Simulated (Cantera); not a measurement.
**Equilibrium for fluorocarbon and chlorocarbon gases: CCl4 + Si + H2**

Charge: 1 mol CCl4, 0.11 mol Si, 1.1 mol H2, at 2823 K and 0.180 bar.

Method: chemical equilibrium by Gibbs-energy minimisation in Cantera with the NASA 1993 tables (ideal gas, pure condensed phases). Candidate condensed phases: C, C6H6, C7H8, C8H18, Si, SiC; 109 gas species. The tables' values for SiCl, SiCl3, CCl are old estimates; treat these amounts as uncertain. Kinetics and transport are ignored.

| Quantity | Result |
|---|---|
| x(HCl) | 0.461 |
| x(Cl) | 0.458 |
| x(H) | 0.0303 |
| x(SiCl2) | 0.0240 |
| x(H2) | 0.0210 |
| x(SiCl) | 0.00108 |
| x(SiCl3) | 0.000992 |
| x(Cl2) | 0.000788 |
| x(C2H2 (acetylene)) | 0.000756 |
| n(C(graphite)) | 0.984 mol |
| gas amount | 4.108 mol |
| log10 activity of Si(l) (absent) | -2.69 |
